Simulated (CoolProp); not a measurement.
R1233zd(E) at several states: density (kg/m³) from the reference equation and from simpler models built on Tc = 438.9 K, pc = 35.83 bar, ω = 0.304; each cubic takes its own stable root.

Computed with CoolProp (reference Helmholtz-energy equation of state, Akasaka 2022).

```json
[
 {"T (K)": "241.1", "p (bar)": "0.324", "phase": "liquid", "reference": "…", "van der Waals": "2.132", "Redlich-Kwong": "1207", "Soave-Redlich-Kwong": "1246", "Peng-Robinson": "1404"},
 {"T (K)": "205.1", "p (bar)": "0.145", "phase": "liquid", "reference": "1467", "van der Waals": "1.117", "Redlich-Kwong": "1272", "Soave-Redlich-Kwong": "1301", "Peng-Robinson": "1462"},
 {"T (K)": "239", "p (bar)": "32.3", "phase": "liquid", "reference": "1401", "van der Waals": "830.9", "Redlich-Kwong": "1221", "Soave-Redlich-Kwong": "…", "Peng-Robinson": "1413"},
 {"T (K)": "215.1", "p (bar)": "14.8", "phase": "liquid", "reference": "1448", "van der Waals": "849.3", "Redlich-Kwong": "1258", "Soave-Redlich-Kwong": "…", "Peng-Robinson": "1449"},
 {"T (K)": "291.5", "p (bar)": "4.68", "phase": "liquid", "reference": "1280", "van der Waals": "28.38", "Redlich-Kwong": "1101", "Soave-Redlich-Kwong": "1151", "Peng-Robinson": "1301"},
 {"T (K)": "327.1", "p (bar)": "6.83", "phase": "liquid", "reference": "1191", "van der Waals": "37.58", "Redlich-Kwong": "1008", "Soave-Redlich-Kwong": "1063", "Peng-Robinson": "1205"}
]
```

Question: What belongs in the gaps?

Answer: 
- 241.1, reference: 1392
- 239, Soave-Redlich-Kwong: 1256
- 215.1, Soave-Redlich-Kwong: 1289

At some of these states van der Waals gives the other phase, because its saturation line lies elsewhere.
